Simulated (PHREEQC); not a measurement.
Model water analysis in mmol/kgw, 25 °C, pH 8.24:

```tsv
constituent	mmol/kgw
Na	136
K	0.502
Ca	0.776
Mg	20.4
Cl	149
S(6)	14.6
Alkalinity (meq/kgw)	0.0557
Sr	0.0287
Si	0.505
```

Cl is adjusted to close the charge balance.
Valence states are taken as typed.

Computed with PHREEQC (Pitzer model, pitzer.dat).

No solid was allowed to form.

What specific conductance, osmotic coefficient does the model give?

specific conductance 17100 µS/cm; osmotic coefficient 0.893.

In which forms is C present?

HCO3- 94 %, MgCO3 2.8 %, CO3-2 2.7 %, CO2 0.9 % of the C.
